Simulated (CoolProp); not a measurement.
A simple Rankine cycle with ethanol: condensing at 315.15 K, boiler at 1.74 MPa, turbine inlet 597.2 K, turbine efficiency 0.75, pump efficiency 0.6, no recuperator. Each further row changes one setting.

Model: reference Helmholtz-energy equation of state, Schroeder 2014, in CoolProp.

```tsv
case	thermal efficiency (%)	net work (kJ/kg)	heat in (kJ/kg)	turbine exit temperature (K)	volume ratio over the turbine
as stated	20.4	?	1420	450.1	68.9
turbine inlet 617.2 K	20.6	?	1470	469.3	69.1
condensing temperature 307.15 K	?	?	?	438.5	?
boiler pressure 1.22 MPa	19.2	275	1430	462.3	49.0
turbine efficiency 0.65	17.7	251	1420	470.1	72.0
```

Task: What belongs in the gaps?

Result: 
- as stated, net work (kJ/kg): 291
- turbine inlet 617.2 K, net work (kJ/kg): 303
- condensing temperature 307.15 K, thermal efficiency (%): 21.7
- condensing temperature 307.15 K, net work (kJ/kg): 313
- condensing temperature 307.15 K, heat in (kJ/kg): 1440
- condensing temperature 307.15 K, volume ratio over the turbine: 102
